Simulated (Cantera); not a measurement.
**Ignition delay**

Mixture: CO : H2 : O2 : N2 = 1 : 0.031 : 0.56 : 1.85 (molar parts), equivalence ratio 0.92, at 0.661 atm, adiabatic and at constant volume. Ignition delay is the time to a rise of 400 K.

Detailed kinetics in Cantera: GRI-Mech 3.0 (53 species, 325 reactions). Where the delays flatten at high temperature, the 400 K rule measures the pace of heat release, not the induction time.

| T0 (K) | delay (ms) |
|---|---|
| 1175 | 0.293 |
| 1225 | 0.243 |
| 1275 | 0.210 |
| 1325 | 0.187 |
| 1375 | 0.171 |
| 1425 | 0.160 |
| 1475 | 0.152 |
| 1525 | 0.146 |
| 1575 | 0.143 |
